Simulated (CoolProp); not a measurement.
Vapour-liquid equilibrium of CHF3 (R23) (1) + propylene (2) at 0.0537 MPa; x and y are mole fractions of (1).

Values from CoolProp's multi-fluid Helmholtz-energy mixture model, Penoncello 2003 and Lemmon 2013; pair parameters Bell 2016.

```json
[
 {"x": "0.05", "bubble temperature (°C)": "-73.4", "y at the bubble point": "0.526", "dew temperature at overall composition x (°C)": "-61.6", "liquid density (mol/L)": "15.40"},
 {"x": "0.125", "bubble temperature (°C)": "-82.6", "y at the bubble point": "0.750", "dew temperature at overall composition x (°C)": "-63.1", "liquid density (mol/L)": "(withheld)"},
 {"x": "0.2", "bubble temperature (°C)": "-86.9", "y at the bubble point": "0.824", "dew temperature at overall composition x (°C)": "-64.7", "liquid density (mol/L)": "16.34"},
 {"x": "0.275", "bubble temperature (°C)": "-89.1", "y at the bubble point": "0.856", "dew temperature at overall composition x (°C)": "-66.4", "liquid density (mol/L)": "16.72"},
 {"x": "0.35", "bubble temperature (°C)": "-90.3", "y at the bubble point": "0.872", "dew temperature at overall composition x (°C)": "-68.3", "liquid density (mol/L)": "17.08"},
 {"x": "0.425", "bubble temperature (°C)": "-90.9", "y at the bubble point": "0.880", "dew temperature at overall composition x (°C)": "-70.3", "liquid density (mol/L)": "17.44"},
 {"x": "0.5", "bubble temperature (°C)": "-91.2", "y at the bubble point": "0.885", "dew temperature at overall composition x (°C)": "-72.6", "liquid density (mol/L)": "17.82"},
 {"x": "0.575", "bubble temperature (°C)": "-91.3", "y at the bubble point": "0.888", "dew temperature at overall composition x (°C)": "-75.1", "liquid density (mol/L)": "18.22"},
 {"x": "0.65", "bubble temperature (°C)": "-91.5", "y at the bubble point": "0.891", "dew temperature at overall composition x (°C)": "-78.0", "liquid density (mol/L)": "18.65"},
 {"x": "0.725", "bubble temperature (°C)": "(withheld)", "y at the bubble point": "(withheld)", "dew temperature at overall composition x (°C)": "-81.3", "liquid density (mol/L)": "19.11"},
 {"x": "0.8", "bubble temperature (°C)": "-91.8", "y at the bubble point": "0.905", "dew temperature at overall composition x (°C)": "-85.4", "liquid density (mol/L)": "19.62"},
 {"x": "0.875", "bubble temperature (°C)": "-92.1", "y at the bubble point": "0.922", "dew temperature at overall composition x (°C)": "-90.5", "liquid density (mol/L)": "20.17"},
 {"x": "0.95", "bubble temperature (°C)": "-92.3", "y at the bubble point": "0.958", "dew temperature at overall composition x (°C)": "-92.3", "liquid density (mol/L)": "20.77"}
]
```

Q: What belongs in the gaps?

A: 
- 0.125, liquid density (mol/L): 15.93
- 0.725, bubble temperature (°C): -91.6
- 0.725, y at the bubble point: 0.896

No azeotrope shows between x = 0.05 and 0.95.

Pair parameters are fitted to limited data, so mixtures are less certain than the pure fluids. With so large a gap from Raoult's law the liquid may split in two, which this calculation doesn't test in full.
